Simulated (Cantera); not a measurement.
Thermodynamics of silicon carbide growth, feed SiH2Cl2 + CH4 + H2 + C2H2

Feed: 1 mol SiH2Cl2, a varied amount of CH4, 2.9 mol H2, 0.022 mol C2H2, at 2225 K and 0.110 bar.

Cantera equilibrium calculation (NASA polynomials, part measured and part estimated; ideal gas, pure solids and liquids). Candidate condensed phases: C, C6H6, C7H8, C8H18, Si, SiC; 109 gas species. Mutual solubility and eutectic melting of coexisting phases are not modelled. The tables' values for SiCl, SiCl3 are old estimates; treat these amounts as uncertain. Gases not in the tables: Si2H6 and higher silanes. Rates play no part.

From 0.22 mol CH4 to 0.41 mol CH4 the condensed part is Si(l) + SiC(s). From 0.47 mol CH4 to 0.74 mol CH4 the condensed part is SiC(s). From 0.86 mol CH4 to 1.2 mol CH4 the condensed part is C(graphite) + SiC(s). The main Si-bearing gas is SiCl2 throughout. The share of Si in condensed phases is highest at 1.2 mol CH4 (87.0 %) and lowest at 0.22 mol CH4 (46.4 %).

```tsv
n(CH4) (mol)	log p H2	log p HCl	log p SiCl2	log p H	log p Cl	log p Si	log p SiCl	log p C2H2 (acetylene)	n Si(l)	n SiC(s)	n C(graphite)
0.22	-1.11	-1.70	-2.01	-2.75	-3.47	-3.33	-3.42	-5.52	0.202	0.262	0
0.26	-1.11	-1.70	-2.02	-2.74	-3.48	-3.33	-3.43	-5.52	0.165	0.302	0
0.3	-1.11	-1.71	-2.03	-2.74	-3.48	-3.33	-3.43	-5.51	0.128	0.342	0
0.35	-1.11	-1.71	-2.04	-2.74	-3.49	-3.33	-3.44	-5.51	0.0808	0.392	0
0.41	-1.10	-1.72	-2.06	-2.74	-3.49	-3.33	-3.44	-5.51	0.0247	0.452	0
0.47	-1.10	-1.70	-2.09	-2.74	-3.48	-3.40	-3.50	-5.37	0	0.512	0
0.55	-1.10	-1.66	-2.17	-2.74	-3.44	-3.56	-3.62	-5.04	0	0.592	0
0.64	-1.11	-1.62	-2.29	-2.74	-3.39	-3.76	-3.78	-4.65	0	0.681	0
0.74	-1.11	-1.58	-2.45	-2.74	-3.35	-4.00	-3.98	-4.17	0	0.775	0
0.86	-1.11	-1.56	-2.66	-2.74	-3.33	-4.27	-4.22	-3.64	0	0.857	0.0178
1	-1.11	-1.57	-2.70	-2.74	-3.35	-4.27	-4.23	-3.64	0	0.863	0.151
1.2	-1.10	-1.59	-2.75	-2.74	-3.37	-4.27	-4.26	-3.63	0	0.870	0.341
```
log p: log10 of the partial pressure in bar; n: condensed amount in mol.
